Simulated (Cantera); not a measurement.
A perfectly stirred reactor is fed with NH3 : N2 = 1 : 0.23 (molar parts), at 100000 Pa; it is held at 1923 K, and followed from long to short residence time.

Detailed kinetics in Cantera: the gas-phase N/H chemistry of the illustrative SiF4/NH3 mechanism in the Surface Chemkin manual (1991). Walls and surfaces, which speed up NH3 decomposition in real reactors, are not modelled.

Question: Predict: x(NH3) at τ = 10.0 s; x(N2H4) at τ = 10.0 s; x(NH) at τ = 10.0 s; x(H2) at τ = 10.0 s; x(N2H2) at τ = 10.0 s; x(NH3) at τ = 19.0 ms; x(N2H4) at τ = 19.0 ms; x(NH) at τ = 19.0 ms; x(H2) at τ = 19.0 ms; x(N2H2) at τ = 19.0 ms.

Answer: 
```
Property                  Value
----------------------  -------
x(NH3) at τ = 10.0 s     0.0131
x(N2H4) at τ = 10.0 s   1.14e-9
x(NH) at τ = 10.0 s     1.33e-6
x(H2) at τ = 10.0 s       0.661
x(N2H2) at τ = 10.0 s   1.31e-8
x(NH3) at τ = 19.0 ms     0.623
x(N2H4) at τ = 19.0 ms  3.53e-7
x(NH) at τ = 19.0 ms    6.83e-6
x(H2) at τ = 19.0 ms      0.157
x(N2H2) at τ = 19.0 ms  2.84e-6
```
